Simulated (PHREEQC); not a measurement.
A solution holds 0.048 mol/kgw MgCl2, 0.025 mol/kgw Na2SO4 and 5.7e-06 mol/kgw H4SiO4, at 25 °C. Closed to the air; pH follows from the charge balance.

The numbers come from PHREEQC with the ion-association model, phreeqc.dat.

No solid was allowed to form.

Estimate the pH.

pH 6.68.

In which forms is Mg present?

Mg+2 76 %, MgSO4 24 % of the Mg.
